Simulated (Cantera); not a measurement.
Charge: 1 mol AlBr3, 77 mol N2, 17 mol H2, at 1623.15 K and 10.0 mbar.

Method: chemical equilibrium by Gibbs-energy minimisation in Cantera with the NASA 1993 tables (ideal gas, pure condensed phases). Candidate condensed phases: Al, AlBr3, AlN, Br2; 19 gas species. Rates play no part.

Base state: N2 0.802, H2 0.168, HBr 0.0172, AlBr 0.00952, Br 0.00189, AlBr3 0.000894, H 0.000284 (mole fractions); condensed: gas only.

**Question.** What changes in the equilibrium state with this change: H2 from 17 to 560 mol?

**Answer.** 
```tsv
species	before	after
H2	0.168	0.874
N2	0.802	0.120
HBr	0.0172	0.00299
AlBr	0.00952	0.00156
AlBr3	0.000894	8.55e-7
Br	0.00189	0.000145
H	0.000284	0.000647
```
